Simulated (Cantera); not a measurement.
Input (Python, Cantera):

```python
import numpy as np
import cantera as ct

surf = ct.Interface("ptcombust.yaml", "Pt_surf")
gas = surf.adjacent["gas"]
gas.TPX = 650, 79000, {'CO': 0.0058, 'O2': 0.042, 'N2': 0.79, 'H2O': 0.09}
surf.TP = 650, 79000
reactor = ct.FlowReactor(gas, clone=False)
reactor.area = 0.0001  # m2
reactor.surface_area_to_volume_ratio = 120  # 1/m
reactor.mass_flow_rate = 0.54 * reactor.area * gas.density  # inlet velocity 0.54 m/s
reactor.energy_enabled = False
wall = ct.ReactorSurface(surf, reactor, clone=False)
net = ct.ReactorNet([reactor])
net.rtol, net.atol = 1e-8, 1e-16
show, cover = ['CO', 'O2', 'H2O', 'CO2'], ['PT(S)', 'H(S)', 'O(S)', 'OH(S)', 'CO(S)', 'C(S)']

rows = []
print(f"{'z/m':>9s}{'u/(m/s)':>9s}" + "".join(f"{s:>13s}" for s in show + cover))
for z in [4.3e-05, 7.1e-05, 0.00012, 0.0002, 0.00033, 0.00055, 0.00092, 0.0015, 0.0026, 0.0043]:
    net.advance(z)
    rows.append([reactor.speed, *gas[show].X, *surf[cover].coverages])
    print(f"{z:9.4g}{rows[-1][0]:9.3g}" + "".join(f"{x:13.4e}" for x in rows[-1][1:]))
```

Result:

```
      z/m  u/(m/s)           CO           O2          H2O          CO2        PT(S)         H(S)         O(S)        OH(S)        CO(S)         C(S)
  4.3e-05     0.54   6.2411e-03   4.5263e-02   9.7004e-02   1.0319e-05   3.6549e-02   2.9391e-08   1.6920e-02   1.9406e-03   9.4454e-01   1.0044e-13
  7.1e-05     0.54   6.2343e-03   4.5260e-02   9.7004e-02   1.7054e-05   3.6581e-02   2.9405e-08   1.6950e-02   1.9432e-03   9.4447e-01   1.0035e-13
  0.00012     0.54   6.2226e-03   4.5255e-02   9.7005e-02   2.8866e-05   3.6638e-02   2.9427e-08   1.7003e-02   1.9477e-03   9.4436e-01   1.0018e-13
   0.0002     0.54   6.2033e-03   4.5245e-02   9.7006e-02   4.8228e-05   3.6732e-02   2.9465e-08   1.7090e-02   1.9552e-03   9.4417e-01   9.9907e-14
  0.00033     0.54   6.1717e-03   4.5230e-02   9.7008e-02   7.9896e-05   3.6887e-02   2.9528e-08   1.7234e-02   1.9676e-03   9.4386e-01   9.9456e-14
  0.00055     0.54   6.1177e-03   4.5204e-02   9.7010e-02   1.3408e-04   3.7156e-02   2.9636e-08   1.7487e-02   1.9892e-03   9.4331e-01   9.8677e-14
  0.00092     0.54   6.0251e-03   4.5160e-02   9.7015e-02   2.2699e-04   3.7632e-02   2.9825e-08   1.7939e-02   2.0277e-03   9.4235e-01   9.7324e-14
   0.0015     0.54   5.8750e-03   4.5088e-02   9.7022e-02   3.7748e-04   3.8444e-02   3.0143e-08   1.8724e-02   2.0939e-03   9.4068e-01   9.5083e-14
   0.0026     0.54   5.5716e-03   4.4943e-02   9.7037e-02   6.8193e-04   4.0263e-02   3.0838e-08   2.0555e-02   2.2453e-03   9.3688e-01   9.0348e-14
   0.0043     0.54   5.0360e-03   4.4686e-02   9.7063e-02   1.2192e-03   4.4224e-02   3.2266e-08   2.4886e-02   2.5896e-03   9.2823e-01   8.1208e-14
```

Model: Deutschmann's 1995 Pt surface mechanism with GRI-Mech 3.0 gas chemistry, integrated in Cantera. Catalytic surfaces can have several steady states; this one follows from the mechanism file's or the stated starting coverage. Mass transfer to the wall is taken as infinitely fast.
